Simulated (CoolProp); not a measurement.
Vapour-liquid equilibrium of propane (1) + neopentane (2) at 276.8 K; x and y are mole fractions of (1).

Computed with CoolProp (multi-fluid Helmholtz-energy mixture model, Lemmon 2009 and Lemmon 2006; pair parameters Bell 2016).

| x | bubble pressure (MPa) | y at the bubble point | dew pressure at overall composition x (MPa) | liquid density (mol/L) |
|---|---|---|---|---|
| 0.05 | 0.09240 | 0.156 | 0.08478 | 8.564 |
| 0.2 | 0.1265 | 0.475 | 0.09595 | 9.028 |
| 0.35 | 0.1694 | 0.685 | 0.1105 | 9.530 |
| 0.5 | 0.2278 | 0.830 | 0.1304 | 10.06 |
| 0.65 | 0.3059 | 0.921 | 0.1600 | 10.62 |
| 0.8 | 0.4010 | 0.972 | 0.2119 | 11.18 |
| 0.95 | 0.4997 | 0.996 | 0.3506 | 11.72 |

No azeotrope shows between x = 0.05 and 0.95.

The pair parameters rest on a limited set of measurements; away from them the model extrapolates.
